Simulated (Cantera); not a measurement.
What does this Cantera script print?

```python
import numpy as np
import cantera as ct

gas = ct.Solution("gri30.yaml")
gas.TPX = 575, 101325, {'CH4': 1, 'H2': 0.081, 'O2': 1.7, 'N2': 6.39}
flame = ct.FreeFlame(gas, width=0.04)
flame.set_refine_criteria(ratio=3, slope=0.08, curve=0.16)
flame.transport_model = "mixture-averaged"
flame.solve(loglevel=0, auto=True)
z, T = flame.grid, flame.T
thick = (T[-1] - T[0]) / np.gradient(T, z).max()
show = ['CH4', 'H2', 'O2', 'CH2O', 'CH3', 'NO2']
print(f"laminar burning velocity  {flame.velocity[0] * 100:.3f} cm/s")
print(f"burnt temperature         {T[-1]:.1f} K")
print(f"thermal thickness         {thick * 1e3:.4f} mm")
print(f"grid points               {len(z)}")
z0 = z[flame.heat_release_rate.argmax()]
print(f"{'z/mm':>9s}{'T/K':>9s}{'u/(m/s)':>9s}" + "".join(f"{s:>11s}" for s in show))
rows = []
for k in (-3, -2, -1.5, -1, -0.5, -0.25, 0, 0.25, 0.5, 1, 2, 4, 8):
    zz = z0 + k * thick
    rows.append([k * thick, np.interp(zz, z, T), np.interp(zz, z, flame.velocity),
                 *(np.interp(zz, z, flame.X[gas.species_index(s)]) for s in show)])
    print(f"{rows[-1][0] * 1e3:9.3f}{rows[-1][1]:9.1f}{rows[-1][2]:9.3f}" + "".join(f"{x:11.3e}" for x in rows[-1][3:]))
```

Result:

```
laminar burning velocity  116.403 cm/s
burnt temperature         2319.6 K
thermal thickness         0.3313 mm
grid points               151
     z/mm      T/K  u/(m/s)        CH4         H2         O2       CH2O        CH3        NO2
   -0.994    575.2    1.166  1.089e-01  1.008e-02  1.851e-01  9.398e-08  2.439e-08  1.172e-10
   -0.663    577.3    1.173  1.084e-01  1.251e-02  1.846e-01  1.772e-06  3.008e-07  2.012e-09
   -0.497    586.8    1.196  1.074e-01  1.574e-02  1.835e-01  1.313e-05  1.693e-06  1.357e-08
   -0.331    659.0    1.354  1.018e-01  2.228e-02  1.779e-01  1.376e-04  1.913e-05  9.504e-08
   -0.166   1086.8    2.274  7.138e-02  3.319e-02  1.419e-01  9.117e-04  6.906e-04  8.491e-08
   -0.083   1501.7    3.183  3.886e-02  3.865e-02  9.849e-02  1.176e-03  3.188e-03  3.485e-08
    0.000   1872.3    4.009  1.009e-02  3.962e-02  5.024e-02  6.936e-04  3.576e-03  9.205e-09
    0.083   2039.2    4.374  1.036e-03  3.474e-02  2.154e-02  1.616e-04  7.674e-04  2.928e-09
    0.166   2083.1    4.457  6.099e-05  3.114e-02  1.086e-02  1.459e-05  5.996e-05  2.873e-09
    0.331   2114.7    4.503  2.106e-07  3.028e-02  6.033e-03  6.232e-08  2.461e-07  3.210e-09
    0.663   2151.8    4.566  4.835e-11  3.037e-02  4.515e-03  5.324e-10  6.464e-11  3.399e-09
    1.325   2198.0    4.651  8.778e-15  2.957e-02  3.296e-03  5.050e-10  3.443e-14  3.721e-09
    2.651   2246.1    4.738  8.843e-15  2.848e-02  2.069e-03  4.975e-10  2.824e-14  4.201e-09
```

Computed with Cantera and GRI-Mech 3.0 (53 species, 325 reactions). Burning velocities carry a grid error of a few per cent, more on coarse grids.
